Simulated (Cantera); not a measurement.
A closed system holds: 1 mol SiH₂Cl₂, 0.31 mol N₂O, 3.8 mol N₂, held at 1.90 mbar.

Cantera equilibrium calculation (NASA polynomials, part measured and part estimated; ideal gas, pure solids and liquids). Candidate condensed phases: H₂O, NH₄Cl, Si, SiO₂, Si₂N₂O, Si₃N₄; 47 gas species. Mutual solubility and eutectic melting of coexisting phases are not modelled. Equilibrium is a limit: real reactors are often held back by kinetics, nucleation or transport.

### Question
What share of the Si ends up in condensed phases as a function of T (K), at 723, 798, 873, 948, 1023, 1098, 1173, 1248, 1323, 1398, 1473?

### Answer
| T (K) | Si condensed (%) | as |
|---|---|---|
| 723 | 76.2 | Si₂N₂O(s) + Si₃N₄(s) |
| 798 | 78.2 | Si₂N₂O(s) + Si₃N₄(s) |
| 873 | 79.9 | Si₂N₂O(s) + Si₃N₄(s) |
| 948 | 81.1 | Si₂N₂O(s) + Si₃N₄(s) |
| 1023 | 82.2 | Si₂N₂O(s) + Si₃N₄(s) |
| 1098 | 82.9 | Si₂N₂O(s) + Si₃N₄(s) |
| 1173 | 83.1 | Si₂N₂O(s) + Si₃N₄(s) |
| 1248 | 81.7 | Si₂N₂O(s) + Si₃N₄(s) |
| 1323 | 76.2 | Si₂N₂O(s) + Si₃N₄(s) |
| 1398 | 64.9 | Si₂N₂O(s) + Si₃N₄(s) |
| 1473 | 61.8 | Si₂N₂O(s) |
